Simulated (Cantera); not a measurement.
## Transport properties of process gases

Gas mixture: CO = 0.4 (molar parts), at 2670 Pa, frozen composition.

Cantera's kinetic-theory transport with the Lennard-Jones parameters of GRI-Mech 3.0, ideal gas; thermal conductivity in the multicomponent form.

```json
[
 {"T (K)": "400", "ρ (kg/m³)": "0.0225", "cp (J/kg/K)": "1049", "μ (µPa s)": "22.0", "λ (mW/m/K)": "31.9", "Pr": "0.722", "D (cm²/s) N2": "13.0", "D (cm²/s) CH4": "14.1", "D (cm²/s) CO2": "10.0"},
 {"T (K)": "600", "ρ (kg/m³)": "0.0150", "cp (J/kg/K)": "1086", "μ (µPa s)": "29.1", "λ (mW/m/K)": "44.0", "Pr": "0.718", "D (cm²/s) N2": "25.9", "D (cm²/s) CH4": "28.3", "D (cm²/s) CO2": "20.5"},
 {"T (K)": "800", "ρ (kg/m³)": "0.0112", "cp (J/kg/K)": "1139", "μ (µPa s)": "35.2", "λ (mW/m/K)": "56.0", "Pr": "0.717", "D (cm²/s) N2": "42.1", "D (cm²/s) CH4": "46.1", "D (cm²/s) CO2": "33.6"},
 {"T (K)": "1000", "ρ (kg/m³)": "0.00898", "cp (J/kg/K)": "1184", "μ (µPa s)": "40.8", "λ (mW/m/K)": "67.5", "Pr": "0.716", "D (cm²/s) N2": "61.1", "D (cm²/s) CH4": "67.0", "D (cm²/s) CO2": "49.0"},
 {"T (K)": "1200", "ρ (kg/m³)": "0.00748", "cp (J/kg/K)": "1219", "μ (µPa s)": "45.9", "λ (mW/m/K)": "78.3", "Pr": "0.715", "D (cm²/s) N2": "82.7", "D (cm²/s) CH4": "90.9", "D (cm²/s) CO2": "66.6"},
 {"T (K)": "1400", "ρ (kg/m³)": "0.00642", "cp (J/kg/K)": "1246", "μ (µPa s)": "50.8", "λ (mW/m/K)": "88.6", "Pr": "0.714", "D (cm²/s) N2": "107", "D (cm²/s) CH4": "117", "D (cm²/s) CO2": "86.3"},
 {"T (K)": "1600", "ρ (kg/m³)": "0.00561", "cp (J/kg/K)": "1267", "μ (µPa s)": "55.4", "λ (mW/m/K)": "98.2", "Pr": "0.714", "D (cm²/s) N2": "133", "D (cm²/s) CH4": "147", "D (cm²/s) CO2": "108"}
]
```
D: mixture-averaged diffusion coefficient of that species in the mixture.
